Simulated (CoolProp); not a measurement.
CH2F2 (R32) along the isotherm 357.6 K: Z from the reference equation and from simpler models built on Tc = 351.3 K, pc = 5.783 MPa, ω = 0.277; each cubic takes its own stable root.

Computed with CoolProp (reference Helmholtz-energy equation of state, Tillner-Roth 1997).

```json
[
 {"p (MPa)": "0.0457", "phase": "gas", "reference": "0.9971"},
 {"p (MPa)": "0.0813", "phase": "gas", "reference": "0.9949"},
 {"p (MPa)": "0.145", "phase": "gas", "reference": "0.9908"},
 {"p (MPa)": "0.257", "phase": "gas", "reference": "0.9837"},
 {"p (MPa)": "0.457", "phase": "gas", "reference": "0.9708"},
 {"p (MPa)": "0.813", "phase": "gas", "reference": "0.9474"},
 {"p (MPa)": "1.45", "phase": "gas", "reference": "0.9041"},
 {"p (MPa)": "2.57", "phase": "gas", "reference": "0.8221"},
 {"p (MPa)": "4.57", "phase": "gas", "reference": "0.6442"},
 {"p (MPa)": "8.13", "phase": "supercritical", "reference": "0.2168"},
 {"p (MPa)": "14.5", "phase": "supercritical", "reference": "0.3197"}
]
```

Q: How far does each simpler model (van der Waals, Redlich-Kwong, Soave-Redlich-Kwong, Peng-Robinson) lie from the reference over these 11 states: mean and median of the absolute difference, and the worst?

A: 
- van der Waals: mean 12.5 %, median 1.2 %, worst +60.3 % at 357.6 K and 14.5 MPa
- Redlich-Kwong: mean 7.0 %, median 0.6 %, worst +36.5 % at 357.6 K and 8.13 MPa
- Soave-Redlich-Kwong: mean 7.5 %, median 0.7 %, worst +39.7 % at 357.6 K and 8.13 MPa
- Peng-Robinson: mean 4.4 %, median 0.1 %, worst +27.1 % at 357.6 K and 8.13 MPa
